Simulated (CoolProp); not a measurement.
R124 along the isotherm 340.8 K: Z from the reference equation and from simpler models built on Tc = 395.4 K, pc = 36.24 bar, ω = 0.288; each cubic takes its own stable root.

Model: reference Helmholtz-energy equation of state, de Vries 1995, in CoolProp.

| p (bar) | phase | reference | van der Waals | Redlich-Kwong | Soave-Redlich-Kwong | Peng-Robinson |
|---|---|---|---|---|---|---|
| 0.287 | gas | 0.9954 | 0.9966 | 0.9959 | 0.9956 | 0.9953 |
| 0.51 | gas | 0.9919 | 0.9940 | 0.9927 | 0.9922 | 0.9915 |
| 0.906 | gas | 0.9854 | 0.9893 | 0.9869 | 0.9860 | 0.9849 |
| 1.61 | gas | ___ | 0.9809 | 0.9765 | 0.9750 | 0.9730 |
| 2.87 | gas | 0.9526 | 0.9655 | 0.9575 | ___ | 0.9512 |
| 5.1 | gas | 0.9128 | 0.9370 | 0.9224 | 0.9169 | 0.9107 |
| 9.06 | gas | 0.8324 | ___ | ___ | 0.8424 | 0.8317 |
| 16.1 | liquid | 0.06500 | ___ | 0.07873 | 0.07401 | 0.06525 |
| 28.7 | liquid | 0.1145 | 0.1870 | ___ | 0.1290 | ___ |
| 51 | liquid | 0.1999 | 0.3137 | 0.2315 | 0.2222 | 0.1968 |
| 90.6 | liquid | ___ | 0.5253 | 0.3905 | 0.3787 | 0.3363 |

Question: Fill in the missing entries.

Answer: 
- 1.61, reference: 0.9739
- 2.87, Soave-Redlich-Kwong: 0.9546
- 9.06, van der Waals: 0.8819
- 9.06, Redlich-Kwong: 0.8541
- 16.1, van der Waals: 0.7610
- 28.7, Redlich-Kwong: 0.1359
- 28.7, Peng-Robinson: 0.1140
- 90.6, reference: 0.3463

At some of these states van der Waals gives the other phase, because its saturation line lies elsewhere.
